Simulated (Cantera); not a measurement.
Feed: 1 mol SiO₂, 0.4 mol MgO, 2.3 mol H₂O, equilibrated at 46.0 Pa.

Method: chemical equilibrium by Gibbs-energy minimisation in Cantera with the NASA 1993 tables (ideal gas, pure condensed phases). Candidate condensed phases: H₂O, Mg, MgO, Mg(OH)₂, MgSiO₃, Mg₂SiO₄, Si, SiO₂; 24 gas species. Mutual solubility and eutectic melting of coexisting phases are not modelled. The tables hold silica as quartz up to 1696 K and as liquid above; real silica turns to tridymite and cristobalite and melts near 1996 K. Condensed phases not in the tables: alloys, solid solutions and most ternary compounds. Rates play no part. All values below are at 1623 K.

Base state: H₂O 0.988, H₂ 0.00707, O₂ 0.00318, OH 0.00158, H 0.000271, O 5.00e-5 (mole fractions); condensed: MgSiO₃(s) + SiO₂(β-quartz).

Question: What changes in the equilibrium state with this change: pressure from 46.0 Pa to 79.0 mbar?

Answer: 
| species | before | after |
|---|---|---|
| H₂O | 0.988 | 0.998 |
| H₂ | 0.00707 | 0.00129 |
| O₂ | 0.00318 | 0.000572 |
| O | 5.00e-5 | 1.62e-6 |
| H | 0.000271 | 8.82e-6 |
| OH | 0.00158 | 0.000287 |
| MgSiO₃(s), mol | 0.400 | 0.400 |
| SiO₂(β-quartz), mol | 0.600 | 0.600 |
Gases not in the tables: Si(OH)₄.
